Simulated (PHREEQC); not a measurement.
Alkaline etch or developer: speciation

A solution holds 0.4 mol/kgw KOH, 0.00059 mol/kgw H4SiO4 and 0.00025 mol/kgw (CH3)4NCl, at 20 °C. Closed to the air; pH follows from the charge balance.

Equilibrium calculation in PHREEQC: ion-association model, phreeqc.dat.

Each row changes one thing in this solution. No solid was allowed to form.

```json
[
 {"case": "as made", "pH": "13.59", "ionic strength (mol/kgw)": "0.401", "H2SiO4-2 (mol/kgw)": "0.000492", "H3SiO4- (mol/kgw)": "9.78e-5", "H4SiO4 (mol/kgw)": "1.25e-8", "SI of Quartz (SiO2)": "-3.79"},
 {"case": "temperature from 20 to 35 °C", "pH": "13.10", "ionic strength (mol/kgw)": "0.401", "H2SiO4-2 (mol/kgw)": "0.000479", "H3SiO4- (mol/kgw)": "0.000111", "H4SiO4 (mol/kgw)": "2.63e-8", "SI of Quartz (SiO2)": "-3.69"},
 {"case": "diluted 2-fold with water", "pH": "13.32", "ionic strength (mol/kgw)": "0.200", "H2SiO4-2 (mol/kgw)": "0.000206", "H3SiO4- (mol/kgw)": "8.86e-5", "H4SiO4 (mol/kgw)": "2.38e-8", "SI of Quartz (SiO2)": "-3.54"},
 {"case": "0.044 mol/kgw H2SO4 added", "pH": "13.47", "ionic strength (mol/kgw)": "0.415", "H2SiO4-2 (mol/kgw)": "0.000470", "H3SiO4- (mol/kgw)": "0.000120", "H4SiO4 (mol/kgw)": "1.97e-8", "SI of Quartz (SiO2)": "-3.60"},
 {"case": "H4SiO4 replaced by Na2SiO3 at the same molality", "pH": "13.59", "ionic strength (mol/kgw)": "0.402", "H2SiO4-2 (mol/kgw)": "0.000492", "H3SiO4- (mol/kgw)": "9.75e-5", "H4SiO4 (mol/kgw)": "1.25e-8", "SI of Quartz (SiO2)": "-3.80"},
 {"case": "diluted 5-fold with water", "pH": "12.96", "ionic strength (mol/kgw)": "0.0801", "H2SiO4-2 (mol/kgw)": "5.38e-5", "H3SiO4- (mol/kgw)": "6.41e-5", "H4SiO4 (mol/kgw)": "4.41e-8", "SI of Quartz (SiO2)": "-3.29"}
]
```

Complexes and solids missing from the database can't appear. (CH3)4N+ isn't in the database: it is added as a free cation with an ion size of 4 Å.
